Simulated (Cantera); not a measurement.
A perfectly stirred reactor is fed with 6.07 % CH4, 0.911 % H2, 11.5 % O2, 77.7 % N2, 3.83 % H2O, equivalence ratio 1.1, at 7.30 bar; it is adiabatic with a 475 K inlet, and is followed from long to short residence time, starting on the burning branch (τ in s: 0.1, 0.032, 0.01, 0.0033, 0.0011, 0.00034, 0.00011, 3.5e-05, 1.1e-05, 3.6e-06).

Cantera simulation using GRI-Mech 3.0 (53 species, 325 reactions); the numbers are that mechanism's predictions, not measurements.

x: mole fraction; the columns are a selection and need not sum to one.

| τ (s) | T (K) | x CH4 | x H2 | x O2 | x C2H6 | x OH | x CH2CO | x C2H |
|---|---|---|---|---|---|---|---|---|
| 0.10 | 1729 | 0.000848 | 0.00865 | 0.000728 | 2.16e-6 | 1.97e-5 | 4.01e-6 | 2.87e-9 |
| 0.032 | 1720 | 0.00100 | 0.00847 | 0.00148 | 5.19e-6 | 2.99e-5 | 9.10e-6 | 5.49e-9 |
| 0.010 | 1699 | 0.00125 | 0.00848 | 0.00304 | 1.21e-5 | 4.40e-5 | 1.77e-5 | 8.66e-9 |
| 0.0033 | 1649 | … | 0.00872 | … | … | … | … | 8.78e-9 |
| 0.0011 | 475 | 0.0607 | 0.00911 | 0.115 | <1e-12 | <1e-12 | <1e-12 | <1e-12 |
| 0.00034 | 475 | 0.0607 | 0.00911 | 0.115 | <1e-12 | <1e-12 | <1e-12 | <1e-12 |
| 0.00011 | 475 | 0.0607 | 0.00911 | 0.115 | <1e-12 | <1e-12 | <1e-12 | <1e-12 |
| 3.5e-5 | 475 | 0.0607 | 0.00911 | 0.115 | <1e-12 | <1e-12 | <1e-12 | <1e-12 |
| 1.1e-5 | 475 | 0.0607 | 0.00911 | 0.115 | <1e-12 | <1e-12 | <1e-12 | <1e-12 |
| 3.6e-6 | 475 | 0.0607 | 0.00911 | 0.115 | <1e-12 | <1e-12 | <1e-12 | <1e-12 |

Question: Some entries are withheld; supply them.

Answer: 
- 0.0033, x CH4: 0.00198
- 0.0033, x O2: 0.00697
- 0.0033, x C2H6: 3.34e-5
- 0.0033, x OH: 5.11e-5
- 0.0033, x CH2CO: 3.68e-5
